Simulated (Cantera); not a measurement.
Feed: 1 mol borazine, 66 mol H2, at 1.33 mbar.

These are equilibrium values from Cantera (NASA tables, ideal gas, pure condensed phases), not measurements of a reactor. Candidate condensed phases: B, BN; 15 gas species. The feed counts by its element totals alone. Mutual solubility and eutectic melting of coexisting phases are not modelled. The tables' values for BH2 are old estimates; treat these amounts as uncertain. Kinetics and transport are ignored.

x: gas mole fraction; n: condensed amount in mol.

```tsv
T (K)	x H2	x H	x N2	x BH2	x B	n BN(s)	n B(s)
1198	1.000	5.21e-6	1.30e-8	2.20e-8	<1e-12	3.00	0
1273	1.000	1.95e-5	7.16e-8	1.30e-7	<1e-12	3.00	0
1348	1.000	6.34e-5	3.32e-7	6.27e-7	?	3.00	0
1423	1.000	0.000182	1.32e-6	2.54e-6	?	3.00	0
1498	1.000	0.000471	4.56e-6	8.92e-6	?	3.00	0
1573	0.999	0.00111	2.62e-5	2.03e-5	?	3.00	0.00219
1648	0.997	0.00244	0.000148	3.96e-5	?	2.98	0.0177
1723	0.994	0.00498	0.000722	7.29e-5	?	2.90	0.0948
1798	0.987	0.00958	0.00308	0.000127	?	2.57	0.419
1873	0.971	0.0174	0.0116	0.000208	?	1.36	1.63
```

**Question.** What belongs in the gaps?

**Answer.** 
- 1348, x B: 3.43e-12
- 1423, x B: 7.70e-11
- 1498, x B: 1.26e-9
- 1573, x B: 1.15e-8
- 1648, x B: 8.01e-8
- 1723, x B: 4.68e-7
- 1798, x B: 2.36e-6
- 1873, x B: 1.04e-5
